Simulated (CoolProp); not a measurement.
Saturation properties of sulfur hexafluoride (Tc = 45.6 °C, pc = 3755 kPa, ω = 0.210).

Computed with CoolProp (reference Helmholtz-energy equation of state, Guder 2009).

```json
[
 {"T (°C)": "-19.05", "p (kPa)": "710.8", "liquid density (kg/m³)": "1681", "vapour density (kg/m³)": "58.13", "enthalpy of vaporisation (kJ/kg)": "95.98", "surface tension (mN/m)": "7.05"},
 {"T (°C)": "-15.05", "p (kPa)": "806.2", "liquid density (kg/m³)": "1657", "vapour density (kg/m³)": "66.04", "enthalpy of vaporisation (kJ/kg)": "93.71", "surface tension (mN/m)": "6.50"},
 {"T (°C)": "-11.05", "p (kPa)": "910.7", "liquid density (kg/m³)": "1632", "vapour density (kg/m³)": "74.85", "enthalpy of vaporisation (kJ/kg)": "91.31", "surface tension (mN/m)": "5.96"},
 {"T (°C)": "-7.05", "p (kPa)": "1025", "liquid density (kg/m³)": "1606", "vapour density (kg/m³)": "84.66", "enthalpy of vaporisation (kJ/kg)": "88.80", "surface tension (mN/m)": "5.42"},
 {"T (°C)": "-3.05", "p (kPa)": "1149", "liquid density (kg/m³)": "1579", "vapour density (kg/m³)": "95.61", "enthalpy of vaporisation (kJ/kg)": "86.15", "surface tension (mN/m)": "4.90"},
 {"T (°C)": "0.85", "p (kPa)": "1281", "liquid density (kg/m³)": "1552", "vapour density (kg/m³)": "107.5", "enthalpy of vaporisation (kJ/kg)": "83.41", "surface tension (mN/m)": "4.41"},
 {"T (°C)": "4.85", "p (kPa)": "1428", "liquid density (kg/m³)": "1522", "vapour density (kg/m³)": "121.2", "enthalpy of vaporisation (kJ/kg)": "80.44", "surface tension (mN/m)": "3.91"},
 {"T (°C)": "8.85", "p (kPa)": "1586", "liquid density (kg/m³)": "1491", "vapour density (kg/m³)": "136.6", "enthalpy of vaporisation (kJ/kg)": "77.26", "surface tension (mN/m)": "3.43"},
 {"T (°C)": "12.85", "p (kPa)": "1758", "liquid density (kg/m³)": "1458", "vapour density (kg/m³)": "154.0", "enthalpy of vaporisation (kJ/kg)": "73.85", "surface tension (mN/m)": "2.96"},
 {"T (°C)": "16.85", "p (kPa)": "1942", "liquid density (kg/m³)": "1423", "vapour density (kg/m³)": "173.9", "enthalpy of vaporisation (kJ/kg)": "70.16", "surface tension (mN/m)": "2.50"}
]
```

Surface tension comes from a separate correlation (Mulero 2012).
